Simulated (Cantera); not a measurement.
A freely propagating, adiabatic, planar premixed flame of H2 : O2 : N2 = 1 : 0.714 : 2.69 (molar parts), unburnt at 348 K and 0.240 bar; mixture-averaged transport, grid criteria slope 0.08 and curve 0.16, no radiation.

Computed with Cantera and the H2/O2 subset of GRI-Mech 3.0, which has no nitrogen chemistry. Burning velocities carry a grid error of a few per cent, more on coarse grids.

**Question.** How do the results move with these cheaper or finer settings: unity-Lewis-number transport; multicomponent transport; multicomponent+Soret transport; grid criteria slope 0.5, curve 1; grid criteria slope 0.25, curve 0.5; grid criteria slope 0.03, curve 0.06?

**Answer.** 
```json
[
 {"setting": "as above", "laminar burning velocity": "181 cm/s", "thermal thickness": "2.26 mm", "peak x(HO2)": "0.000182", "peak x(OH)": "0.0114", "grid points": "114"},
 {"setting": "unity-Lewis-number transport", "laminar burning velocity": "132 cm/s", "thermal thickness": "1.70 mm", "peak x(HO2)": "0.000134", "peak x(OH)": "0.0118", "grid points": "108"},
 {"setting": "multicomponent transport", "laminar burning velocity": "178 cm/s", "thermal thickness": "2.23 mm", "peak x(HO2)": "0.000183", "peak x(OH)": "0.0114", "grid points": "114"},
 {"setting": "multicomponent+Soret transport", "laminar burning velocity": "163 cm/s", "thermal thickness": "2.19 mm", "peak x(HO2)": "0.000180", "peak x(OH)": "0.0112", "grid points": "114"},
 {"setting": "grid criteria slope 0.5, curve 1", "laminar burning velocity": "206 cm/s", "thermal thickness": "2.70 mm", "peak x(HO2)": "0.000176", "peak x(OH)": "0.0112", "grid points": "34"},
 {"setting": "grid criteria slope 0.25, curve 0.5", "laminar burning velocity": "190 cm/s", "thermal thickness": "2.42 mm", "peak x(HO2)": "0.000177", "peak x(OH)": "0.0112", "grid points": "53"},
 {"setting": "grid criteria slope 0.03, curve 0.06", "laminar burning velocity": "179 cm/s", "thermal thickness": "2.23 mm", "peak x(HO2)": "0.000183", "peak x(OH)": "0.0115", "grid points": "258"}
]
```
Unity Lewis numbers drop preferential diffusion, which matters most where H2 and H carry the flame; Soret adds thermal diffusion.
